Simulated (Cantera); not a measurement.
A closed system holds: 1 mol C, 2.1 mol NH3, 35 mol N2, at 750 °C and 0.890 bar.

These are equilibrium values from Cantera (NASA tables, ideal gas, pure condensed phases), not measurements of a reactor. Candidate condensed phases: C, C6H6, C7H8, C8H18; 92 gas species. Equilibrium is a limit: real reactors are often held back by kinetics, nucleation or transport.

Base state: N2 0.920, H2 0.0795, CH4 0.000422 (mole fractions); condensed: C(graphite).

Q: What changes in the equilibrium state with this change: C replaced by C2H6?

A: 
| species | before | after |
|---|---|---|
| N2 | 0.920 | 0.855 |
| H2 | 0.0795 | 0.143 |
| CH4 | 0.000422 | 0.00137 |
| NH3 | 9.59e-6 | 2.23e-5 |
| C(graphite), mol | 0.983 | 1.94 |
